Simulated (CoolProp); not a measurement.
Properties of CF4 (R14) along the isobar 222 bar (Tc = -45.8 °C, pc = 37.62 bar, ω = 0.178).

Model: reference Helmholtz-energy equation of state, Platzer 1990, in CoolProp. This equation is an older, rougher fit; its heat capacities, sound speeds and derivatives of the liquid may be far off and weren't checked against measurements.

```
T (°C)           phase       Z  viscosity (µPa s)
-------  -------------  ------  -----------------
-126.95         liquid  0.9641                276
-116.35         liquid  0.9243                234
-105.85         liquid  0.8916                203
-95.25          liquid  0.8642                178
-84.65          liquid  0.8420                158
-74.05          liquid  0.8245                141
-63.55          liquid  0.8114                127
-52.95          liquid  0.8023                115
-42.35   supercritical  0.7972                104
-31.75   supercritical  0.7961               94.9
-21.15   supercritical  0.7989               86.6
-10.65   supercritical  0.8052               79.2
```

Viscosity comes from a separate model (Huber 2003), an estimate that may be off by 10 % or more.
